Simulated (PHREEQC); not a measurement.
# Acid rinse or clean (model solution)

Dissolve 0.027 mol HF and 0.019 mol CaCl2 per kg of water at 80 °C. It is in equilibrium with CO2 at log p = 0 (atm). Otherwise closed; pH follows from the charge balance.

Computed with PHREEQC (ion-association model, phreeqc.dat).

Precipitation was switched off in this run.

Question: What pH, specific conductance does the model give?

Answer: pH 2.60; specific conductance 12800 µS/cm.

Question: In which forms is F present?

Answer: HF 88 %, F- 10 %, HF2- 2.1 % of the F.

Saturation is exceeded, for instance for Fluorite; the values hold only as long as no solid forms. Away from 25 °C the constants follow the database's enthalpies or fits; those with neither stay at their 25 °C values.
